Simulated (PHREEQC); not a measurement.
HNO3 is added in steps, without added water, to 1 kg of water holding 9.1 mmol/kgw KH2PO4 and 41 mmol/kgw NaOH, at 20 °C. Oxygen is held at 0.21 atm. CO2 from the air is kept out. Precipitation was switched off in this run.

Base run: PHREEQC, ion-association model, wateq4f.dat. Each further column changes one thing. The table gives HPO4-2 (mol/kgw).

```
HNO3 added (mol)     base  Debye-Hückel limiting law  database phreeqc.dat  all activity coefficients set to 1  Davies equation for every ion
----------------  -------  -------------------------  --------------------  ----------------------------------  -----------------------------
0                 0.00200                    0.00146               0.00183                             0.00338                        0.00195
0.009             0.00271                    0.00207               0.00251                             0.00414                        0.00264
0.018             0.00399                    0.00333               0.00379                             0.00526                        0.00393
0.027             0.00653                    0.00622                     …                             0.00698                        0.00649
0.036             0.00479                    0.00484               0.00479                             0.00456                        0.00479
0.045             4.05e-7                    5.36e-7               4.05e-7                             2.12e-7                        4.21e-7
0.054             7.33e-8                    1.08e-7               7.33e-8                             3.16e-8                        7.78e-8
0.063             2.94e-8                          …               2.94e-8                             1.10e-8                              …
0.072             1.58e-8                    2.79e-8               1.58e-8                             5.35e-9                        1.72e-8
0.081             9.87e-9                    1.89e-8               9.87e-9                             3.11e-9                        1.09e-8
0.09              6.81e-9                    1.40e-8               6.81e-9                             2.02e-9                        7.53e-9
```

Question: What belongs in the gaps?

Answer: 
- 0.027, database phreeqc.dat: 0.00642
- 0.063, Debye-Hückel limiting law: 4.79e-8
- 0.063, Davies equation for every ion: 3.18e-8

H3PO4, which wateq4f.dat lacks, is added to it with the constant of phreeqc.dat.  phreeqc.dat and wateq4f.dat share most of their constants, so their agreement is no independent check.
